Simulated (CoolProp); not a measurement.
R143a at 495 K and 1.13 MPa flows at 16 m/s in a round tube of 6 mm bore and 0.25 µm roughness, fully developed (64/Re and Nu = 3.66 if laminar; Colebrook and Gnielinski if turbulent). Each further row changes one setting.

Model: reference Helmholtz-energy equation of state, Lemmon and Jacobsen 2000, in CoolProp.

```csv
case,Reynolds number,Darcy friction factor,pressure drop (Pa/m),heat-transfer coefficient (W/(m² K)),mass flow (kg/h)
as stated,125000,0.0174,8840,1270,38.7
velocity 32 m/s,249000,0.0154,31200,2210,77.4
diameter 12 mm,249000,0.0152,3850,1090,155
```

Viscosity comes from a separate model (Klein 1997), an estimate that may be off by 10 % or more. Thermal conductivity comes from a separate model (McLinden 2000), an estimate that may be off by 10 % or more.
